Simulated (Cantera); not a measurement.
Charge: 1 mol MgO, 3.2 mol HF, held at 10.0 mbar.

Method: chemical equilibrium by Gibbs-energy minimisation in Cantera with the NASA 1993 tables (ideal gas, pure condensed phases). Candidate condensed phases: H₂O, Mg, MgF₂, MgO, Mg(OH)₂; 31 gas species. Mutual solubility and eutectic melting of coexisting phases are not modelled. The numbers say what is thermodynamically allowed, not how fast it happens.

**Question.** Which condensed phases are stable at each of these points (T (K)): 648, 798, 948, 1098, 1248, 1398, 1548, 1698, 1848?

**Answer.** 
```json
[
 {"T (K)": "648", "condensed phases": "MgF₂(s)", "Mg condensed (%)": "100.0"},
 {"T (K)": "798", "condensed phases": "MgF₂(s)", "Mg condensed (%)": "100.0"},
 {"T (K)": "948", "condensed phases": "MgF₂(s)", "Mg condensed (%)": "100.0"},
 {"T (K)": "1098", "condensed phases": "MgF₂(s)", "Mg condensed (%)": "100.0"},
 {"T (K)": "1248", "condensed phases": "MgF₂(s)", "Mg condensed (%)": "100.0"},
 {"T (K)": "1398", "condensed phases": "MgF₂(s) + MgO(s)", "Mg condensed (%)": "99.8"},
 {"T (K)": "1548", "condensed phases": "MgF₂(l) + MgO(s)", "Mg condensed (%)": "96.0"},
 {"T (K)": "1698", "condensed phases": "MgO(s)", "Mg condensed (%)": "83.1"},
 {"T (K)": "1848", "condensed phases": "MgO(s)", "Mg condensed (%)": "74.7"}
]
```

From 648 K to 1248 K the condensed part is MgF₂(s). At 1398 K the condensed part is MgF₂(s) + MgO(s). At 1548 K the condensed part is MgF₂(l) + MgO(s). From 1698 K to 1848 K the condensed part is MgO(s).
